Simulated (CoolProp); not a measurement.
R11 along the isotherm 499.4 K: fugacity coefficient from the reference equation and from simpler models built on Tc = 471.1 K, pc = 4408 kPa, ω = 0.189; each cubic takes its own stable root.

Model: reference Helmholtz-energy equation of state, Jacobsen 1992, in CoolProp.

| p (kPa) | phase | reference |
|---|---|---|
| 4410 | supercritical | 0.7305 |
| 8820 | supercritical | 0.4912 |
| 13200 | supercritical | 0.3856 |
| 17600 | supercritical | 0.3350 |
| 22000 | supercritical | 0.3080 |
| 26400 | supercritical | 0.2935 |
| 30900 | supercritical | 0.2864 |
| 35300 | supercritical | 0.2845 |
| 39700 | supercritical | 0.2864 |
| 44100 | supercritical | 0.2911 |

Question: How far does each simpler model (Redlich-Kwong, Soave-Redlich-Kwong) lie from the reference over these 10 states: mean and median of the absolute difference, and the worst?

Answer: 
- Redlich-Kwong: mean 3.0 %, median 3.5 %, worst +4.7 % at 499.4 K and 44100 kPa
- Soave-Redlich-Kwong: mean 6.2 %, median 7.2 %, worst +8.8 % at 499.4 K and 44100 kPa
